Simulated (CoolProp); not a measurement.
Hydrogen chloride at several states: Z from the reference equation and from simpler models built on Tc = 324.7 K, pc = 83.14 bar, ω = 0.130; each cubic takes its own stable root.

Computed with CoolProp (reference Helmholtz-energy equation of state, Thol 2018).

| T (K) | p (bar) | phase | reference |
|---|---|---|---|
| 432.4 | 21.5 | gas | 0.9605 |
| 237.3 | 2.01 | gas | 0.9744 |
| 379.3 | 5.31 | gas | 0.9851 |

Q: How far does each simpler model (Pitzer virial, van der Waals, Redlich-Kwong, Soave-Redlich-Kwong, Peng-Robinson) lie from the reference over these 3 states: mean and median of the absolute difference, and the worst?

A: 
- Pitzer virial: mean 0.4 %, median 0.3 %, worst +0.6 % at 432.4 K and 21.5 bar
- van der Waals: mean 0.5 %, median 0.2 %, worst +1.1 % at 237.3 K and 2.01 bar
- Redlich-Kwong: mean 0.3 %, median 0.2 %, worst +0.6 % at 237.3 K and 2.01 bar
- Soave-Redlich-Kwong: mean 0.4 %, median 0.5 %, worst +0.7 % at 432.4 K and 21.5 bar
- Peng-Robinson: mean 0.2 %, median 0.1 %, worst +0.4 % at 237.3 K and 2.01 bar
